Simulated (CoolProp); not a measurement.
Tetrahydrofuran along the isobar 60.9 bar: density (kg/m³) from the reference equation and from simpler models built on Tc = 267.0 °C, pc = 53.04 bar, ω = 0.234; each cubic takes its own stable root.

The numbers come from the reference Helmholtz-energy equation of state, Fiedler 2023 in CoolProp.

```tsv
T (°C)	phase	reference
72.65	liquid	835.1
96.45	liquid	807.9
120.15	liquid	779.6
143.85	liquid	749.6
167.55	liquid	717.4
191.35	liquid	681.6
215.05	liquid	640.4
238.75	liquid	588.5
262.55	liquid	504.8
```

Q: How far does each simpler model (van der Waals, Soave-Redlich-Kwong, Peng-Robinson) lie from the reference over these 9 states: mean and median of the absolute difference, and the worst?

A: 
- van der Waals: mean 36.1 %, median 36.3 %, worst -37.2 % at 72.65 °C and 60.9 bar
- Soave-Redlich-Kwong: mean 10.1 %, median 8.4 %, worst -18.9 % at 262.55 °C and 60.9 bar
- Peng-Robinson: mean 4.5 %, median 4.5 %, worst -10.0 % at 262.55 °C and 60.9 bar
